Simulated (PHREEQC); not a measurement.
Dissolve 1.4 mmol/kgw Al2(SO4)3, 1.3 mmol/kgw NiCl2 and 0.31 mmol/kgw HCl at 25 °C. Closed to the air; pH follows from the charge balance.

Equilibrium calculation in PHREEQC: ion-association model, wateq4f.dat.

This is a speciation only: nothing precipitates in the calculation.

### Question
What pH, ionic strength does the model give?

### Answer
pH 3.57; ionic strength 0.0132 mol/kgw.

### Question
In which forms is S present?

### Answer
SO4-2 49 %, AlSO4+ 42 %, NiSO4 4.3 %, Al(SO4)2- 3.5 %, HSO4- 0.9 % of the S.
